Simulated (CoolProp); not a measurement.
The numbers come from the reference Helmholtz-energy equation of state, Gao 2016 in CoolProp.

Question: Give the vapour pressure (MPa), liquid density (kg/m³), vapour density (kg/m³), enthalpy of vaporisation (kJ/kg) of saturated sulfur dioxide at 283.2 K.

Answer: 
| T (K) | p (MPa) | liquid density (kg/m³) | vapour density (kg/m³) | enthalpy of vaporisation (kJ/kg) |
|---|---|---|---|---|
| 283.2 | 0.231 | 1410 | 6.60 | 371 |
